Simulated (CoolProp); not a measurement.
The fluid at 349.71 K and 1.53 MPa expands adiabatically to 0.422 MPa with isentropic efficiency 0.7. The same conditions are run with several fluids, on thermodynamics alone (safety and materials aside).

Values from CoolProp's reference Helmholtz-energy equation of state of each fluid (R134a: Tillner-Roth 1994; carbon monoxide: Lemmon 2006; dry air: Lemmon 2000; C2F6 (R116): Lemmon 2006; CF4 (R14): Platzer 1990). The equations of Platzer and Polt are older, rougher fits. Blends and air are pseudo-pure fits.

```json
[
 {"fluid": "R134a", "work (kJ/kg)": "20.6", "final temperature (K)": "310.8", "final density (kg/m³)": "18.1"},
 {"fluid": "carbon monoxide", "work (kJ/kg)": "78.0", "final temperature (K)": "273.3", "final density (kg/m³)": "5.21"},
 {"fluid": "dry air", "work (kJ/kg)": "75.5", "final temperature (K)": "273.4", "final density (kg/m³)": "5.39"},
 {"fluid": "C2F6 (R116)", "work (kJ/kg)": "16.9", "final temperature (K)": "323.1", "final density (kg/m³)": "22.4"},
 {"fluid": "CF4 (R14)", "work (kJ/kg)": "26.7", "final temperature (K)": "309.6", "final density (kg/m³)": "14.6"}
]
```
